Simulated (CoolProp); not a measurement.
Aqueous ethanol as a coolant, at 20 °C, 1 atm.

Computed with CoolProp (Melinder's fits for secondary coolants).

```tsv
mass %	freezing point (°C)	Prandtl number	cp (kJ/(kg K))	viscosity (mPa s)	conductivity (W/(m K))
4	-1.6	8.80	4.227	1.19	0.569
7.5	-3.1	10.8	4.275	1.38	0.545
10.9	(withheld)	13.1	4.312	1.59	0.523
14.4	-7.0	15.7	4.333	1.81	0.500
17.8	-9.4	18.3	4.336	2.03	0.479
21.3	-12.2	21.1	4.321	2.24	0.459
24.8	-15.3	23.8	4.289	2.43	(withheld)
28.2	-18.4	26.2	4.244	2.59	0.420
31.7	-21.8	28.3	4.187	2.72	0.402
35.2	-25.1	30.1	4.123	2.81	0.384
38.6	-28.3	31.6	4.057	2.86	(withheld)
42.1	-31.4	32.8	3.987	2.89	0.352
```

### Question
What belongs in the gaps?

### Answer

- 10.9, freezing point (°C): -4.9
- 24.8, conductivity (W/(m K)): 0.439
- 38.6, conductivity (W/(m K)): 0.368
